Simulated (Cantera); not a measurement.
A freely propagating, adiabatic, planar premixed flame of CH4 : C2H6 : C3H8 : O2 : N2 = 1 : 0.062 : 0.032 : 1.58 : 4.12 (molar parts), unburnt at 700 K and 1.60 bar; mixture-averaged transport, grid criteria slope 0.08 and curve 0.16, no radiation.

Model: GRI-Mech 3.0 (53 species, 325 reactions), integrated in Cantera. Burning velocities carry a grid error of a few per cent, more on coarse grids.

**Question.** Predict: laminar burning velocity; thermal thickness; peak x(O); peak x(CO).

**Answer.** laminar burning velocity: 149 cm/s
thermal thickness: 0.213 mm
peak x(O): 0.000406
peak x(CO): 0.118
